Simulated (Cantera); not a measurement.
What does this Cantera script print?

```python
import numpy as np
import cantera as ct

gas = ct.Solution("gri30.yaml")
gas.TPX = 1125, 400000, {'CO': 0.025, 'O2': 0.028, 'H2O': 0.0067, 'N2': 1}
reactor = ct.IdealGasConstPressureReactor(gas, energy="off", clone=False)
net = ct.ReactorNet([reactor])
net.rtol, net.atol = 1e-08, 1e-18
show = ['CO', 'O2', 'H2O', 'NO', 'H2', 'NO2', 'HO2']
times = np.geomspace(4e-05, 100, 15)

steps = ct.SolutionArray(gas, extra=["t"])
rows = []
print(f"{'t/s':>10s}{'T/K':>9s}{'P/Pa':>11s}" + "".join(f"{s:>11s}" for s in show))
for t in times:
    while net.time < t:
        t_next = net.step()
        steps.append(gas.state, t=t_next)
    rows.append([np.interp(t, steps.t, y) for y in (steps.T, steps.P, *steps(*show).X.T)])
    print(f"{t:10.3e}{rows[-1][0]:9.1f}{rows[-1][1]:11.4g}" + "".join(f"{x:11.3e}" for x in rows[-1][2:]))
rate = np.gradient(steps.T, steps.t)
print("integrator steps:", len(steps.t))
if steps.T.max() > steps.T[0] + 200:
    print(f"time of steepest temperature rise: {steps.t[rate.argmax()]:.4e} s")
gas.TPX = 1125, 400000, {'CO': 0.025, 'O2': 0.028, 'H2O': 0.0067, 'N2': 1}
gas.equilibrate("TP")
print(f"equilibrium (TP): T = {gas.T:.1f} K  " + "  ".join(f"{s} {gas[s].X[0]:.3e}" for s in show))
```

It prints:

```
       t/s      T/K       P/Pa         CO         O2        H2O         NO         H2        NO2        HO2
 4.000e-05   1125.0      4e+05  2.359e-02  2.642e-02  6.323e-03  4.647e-19  9.479e-13  9.738e-26  7.824e-11
 1.146e-04   1125.0      4e+05  2.359e-02  2.642e-02  6.323e-03  3.757e-18  1.097e-11  1.164e-23  8.143e-10
 3.281e-04   1125.0      4e+05  2.359e-02  2.642e-02  6.323e-03  3.070e-17  1.120e-10  1.711e-21  6.554e-09
 9.398e-04   1125.0      4e+05  2.359e-02  2.642e-02  6.323e-03  4.451e-16  1.529e-09  4.522e-19  5.825e-08
 2.692e-03   1125.0      4e+05  2.357e-02  2.641e-02  6.321e-03  3.379e-13  1.365e-07  1.454e-14  2.132e-06
 7.710e-03   1125.0      4e+05  2.262e-02  2.594e-02  6.299e-03  1.590e-10  1.949e-05  4.714e-11  9.225e-06
 2.208e-02   1125.0      4e+05  1.917e-02  2.426e-02  6.282e-03  1.526e-09  4.749e-05  4.812e-10  9.533e-06
 6.325e-02   1125.0      4e+05  1.178e-02  2.061e-02  6.315e-03  8.761e-09  3.929e-05  3.219e-09  7.940e-06
 1.811e-01   1125.0      4e+05  3.584e-03  1.657e-02  6.370e-03  2.553e-08  1.381e-05  1.569e-08  4.606e-06
 5.188e-01   1125.0      4e+05  4.292e-04  1.501e-02  6.394e-03  2.629e-08  1.368e-06  4.331e-08  1.312e-06
 1.486e+00   1125.0      4e+05  3.013e-05  1.482e-02  6.398e-03  2.372e-08  8.308e-08  5.339e-08  1.613e-07
 4.256e+00   1125.0      4e+05  1.726e-07  1.480e-02  6.398e-03  7.405e-08  6.136e-10  3.993e-09  1.756e-09
 1.219e+01   1125.0      4e+05  3.704e-10  1.480e-02  6.398e-03  7.744e-08  8.697e-11  9.232e-10  3.364e-10
 3.491e+01   1125.0      4e+05  2.623e-10  1.480e-02  6.398e-03  7.738e-08  6.389e-11  1.013e-09  2.699e-10
 1.000e+02   1125.0      4e+05  2.618e-10  1.480e-02  6.398e-03  7.739e-08  6.380e-11  1.017e-09  2.696e-10
integrator steps: 1534
equilibrium (TP): T = 1125.0 K  CO 2.620e-10  O2 1.479e-02  H2O 6.398e-03  NO 3.118e-05  H2 6.383e-11  NO2 4.097e-07  HO2 2.694e-10
```

Model: GRI-Mech 3.0 (53 species, 325 reactions), integrated in Cantera.
